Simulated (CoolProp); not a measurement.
Properties of methane along the isotherm -56.05 °C.

Computed with CoolProp (reference Helmholtz-energy equation of state, Setzmann 1991).

```
p (kPa)          phase  cv (kJ/(kg K))  Joule-Thomson coefficient (K/MPa)  expansivity (1/kK)  conductivity (mW/(m K))  Prandtl number
-------  -------------  --------------  ---------------------------------  ------------------  -----------------------  --------------
862                gas               ?                              8.093               5.271                     24.6           0.777
1720               gas           1.637                              8.149               6.112                        ?           0.816
2590               gas           1.672                              8.169               7.226                     26.9           0.870
3450               gas           1.710                                  ?               8.712                        ?               ?
4310               gas           1.754                                  ?               10.79                     30.7               ?
5170     supercritical           1.803                              7.720               13.79                     33.8            1.21
6040     supercritical           1.857                              7.217               18.26                     38.3            1.44
6900     supercritical           1.908                              6.412               24.24                     44.7            1.75
```

Problem. Complete the blanks.

Solution. 
- 862, cv (kJ/(kg K)): 1.608
- 1720, conductivity (mW/(m K)): 25.6
- 3450, Joule-Thomson coefficient (K/MPa): 8.129
- 3450, conductivity (mW/(m K)): 28.5
- 3450, Prandtl number: 0.945
- 4310, Joule-Thomson coefficient (K/MPa): 7.997
- 4310, Prandtl number: 1.05

Viscosity comes from a separate model (Quiñones-Cisneros 2006). Thermal conductivity comes from a separate model (Friend 1989).
